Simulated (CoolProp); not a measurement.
A simple Rankine cycle with R21: condensing at 324.15 K, boiler at 1.11 MPa, turbine inlet 379.5 K, turbine efficiency 0.85, pump efficiency 0.8, no recuperator. Each further row changes one setting.

Model: reference Helmholtz-energy equation of state, Platzer 1990, in CoolProp. This equation is an older, rougher fit; its heat capacities, sound speeds and derivatives of the liquid may be far off and weren't checked against measurements.

```csv
case,thermal efficiency (%),net work (kJ/kg),heat in (kJ/kg),turbine exit temperature (K),volume ratio over the turbine
as stated,8.6,20.8,241,333.3,2.58
turbine inlet 399.5 K,8.8,22.6,257,353.5,2.56
condensing temperature 316.15 K,10.2,25.4,250,323.9,3.20
boiler pressure 0.777 MPa,5.8,14.3,247,350.8,1.83
turbine efficiency 0.75,7.6,18.2,241,337.0,2.62
```
